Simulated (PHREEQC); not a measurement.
1 kg of water holding 0.43 mol/kgw NaCl and 0.59 mol/kgw NaOH is evaporated at 90 °C; the solids stay in contact with the brine. CO2 from the air is kept out. Solids allowed: Halite. Others were left out.

Computed with PHREEQC (Pitzer model, pitzer.dat).

| water left (kg) | ionic strength | water activity | Na in solution (mol/kgw) |
|---|---|---|---|
| 1 | 1.02 | 0.966 | 1.02 |
| 0.8219 | 1.24 | ___ | 1.24 |
| 0.6755 | 1.51 | 0.949 | 1.51 |
| 0.5552 | 1.84 | 0.938 | 1.84 |
| 0.4563 | 2.24 | 0.923 | 2.24 |
| 0.375 | 2.72 | 0.905 | 2.72 |
| 0.3082 | 3.31 | ___ | 3.31 |
| 0.2533 | 4.03 | 0.857 | 4.03 |
| 0.2082 | 4.90 | 0.825 | 4.90 |
| 0.1711 | 5.96 | 0.789 | 5.96 |
| 0.1407 | 7.25 | 0.749 | 7.25 |
| 0.1156 | 8.82 | ___ | 8.82 |
| 0.09502 | 10.7 | ___ | 10.7 |
| 0.07809 | 13.1 | ___ | 13.1 |
| 0.06418 | 15.9 | 0.738 | 15.9 |

Question: What belongs in the gaps?

Answer: 
- 0.8219, water activity: 0.959
- 0.3082, water activity: 0.883
- 0.1156, water activity: 0.709
- 0.09502, water activity: 0.679
- 0.07809, water activity: 0.675

Species that the database lacks are ignored. At this temperature some constants are extrapolated from 25 °C, and those without enthalpy data are left unchanged.
